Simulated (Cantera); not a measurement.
## Equilibrium for roasting and sulfation: FeS + O2 + H2O

A closed system holds: 1 mol FeS, 2.7 mol O2, 0.48 mol H2O, equilibrated at 390 Torr.

Equilibrium computed with Cantera from the NASA thermochemical tables; the gas is ideal and each condensed phase is pure. Candidate condensed phases: Fe, FeO, Fe(OH)2, Fe(OH)3, FeS, FeSO4, FeS2, Fe2O3, Fe2(SO4)3, Fe3O4, H2O, H2SO4, S; 22 gas species. Rates play no part.

```csv
T (K),log p H2O,log p O2,log p SO2,log p SO3,log p H2SO4,log p OH,log p O,log p HO2,n Fe2O3(s),n Fe2(SO4)3(s)
773,-0.57,-0.60,-4.82,-3.35,-4.89,-9.20,<-12,-10.80,0.167,0.333
873,-0.59,-0.61,-2.60,-1.90,-4.17,-7.95,-12.03,-9.78,0.176,0.324
973,-0.94,-0.78,-0.93,-0.92,-4.10,-7.17,-10.56,-9.27,0.500,0
1073,-0.96,-0.73,-0.78,-1.23,-4.88,-6.36,-9.27,-8.58,0.500,0
1173,-0.98,-0.71,-0.72,-1.56,-5.59,-5.68,-8.21,-8.02,0.500,0
1273,-0.98,-0.70,-0.69,-1.87,-6.21,-5.11,-7.32,-7.55,0.500,0
1373,-0.99,-0.70,-0.68,-2.15,-6.74,-4.63,-6.56,-7.15,0.500,0
```
log p: log10 of the partial pressure in bar; n: condensed amount in mol.

From 773 K to 873 K the condensed part is Fe2O3(s) + Fe2(SO4)3(s). From 973 K to 1373 K the condensed part is Fe2O3(s).
